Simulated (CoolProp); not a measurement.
The fluid at 385.69 K and 0.145 MPa is throttled through a valve to 0.0775 MPa with no heat exchange. The same conditions are run with several fluids, on thermodynamics alone (safety and materials aside).

Computed with CoolProp (reference Helmholtz-energy equation of state of each fluid (propylene: Lemmon 2013; c-C4F8 (RC318): Platzer 1990; nitrogen: Span 2000; R114: Platzer 1990; R245ca: Zhou 2016)). The equations of Platzer and Polt are older, rougher fits.

| fluid | temperature change (K) | final density (kg/m³) |
|---|---|---|
| propylene | -0.6 | ___ |
| c-C4F8 (RC318) | -0.5 | ___ |
| nitrogen | ___ | 0.677 |
| R114 | ___ | ___ |
| R245ca | ___ | ___ |

Problem. Complete the blanks.

Solution. 
- propylene, final density (kg/m³): 1.02
- c-C4F8 (RC318), final density (kg/m³): 4.89
- nitrogen, temperature change (K): -0.1
- R114, temperature change (K): -0.7
- R114, final density (kg/m³): 4.18
- R245ca, temperature change (K): -0.8
- R245ca, final density (kg/m³): 3.29
